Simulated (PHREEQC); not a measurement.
Ca(OH)2 is added in steps, without added water, to 1 kg of water holding 0.32 mmol/kgw Na2SeO3, 1 mmol/kgw HCl and 18 mmol/kgw NaCl, at 25 °C. No oxygen is let in. The system is closed to CO2. No solid was allowed to form.

Base run: PHREEQC, ion-association model, wateq4f.dat. Each further column changes one thing. The table gives HSeO3- (mol/kgw).

```
Ca(OH)2 added (mol)      base  Davies equation for every ion  metal-ligand complexes left out  all activity coefficients set to 1  Debye-Hückel limiting law
-------------------  --------  -----------------------------  -------------------------------  ----------------------------------  -------------------------
0                    0.000253                       0.000254                         0.000253                            0.000239                   0.000256
0.000375             0.000251                       0.000251                         0.000251                            0.000251                   0.000251
0.000875              1.02e-6                        1.02e-6                          1.02e-6                                   …                    9.59e-7
0.00125               5.12e-7                        5.09e-7                          5.12e-7                                   …                    4.78e-7
0.001625              3.41e-7                        3.39e-7                          3.41e-7                             4.61e-7                    3.17e-7
0.002125              2.35e-7                        2.34e-7                          2.35e-7                                   …                          …
0.0025                1.91e-7                        1.90e-7                          1.91e-7                                   …                    1.76e-7
```

Problem. Complete the blanks.

Solution. 
- 0.000875, all activity coefficients set to 1: 1.36e-6
- 0.00125, all activity coefficients set to 1: 6.87e-7
- 0.002125, all activity coefficients set to 1: 3.22e-7
- 0.002125, Debye-Hückel limiting law: 2.18e-7
- 0.0025, all activity coefficients set to 1: 2.63e-7
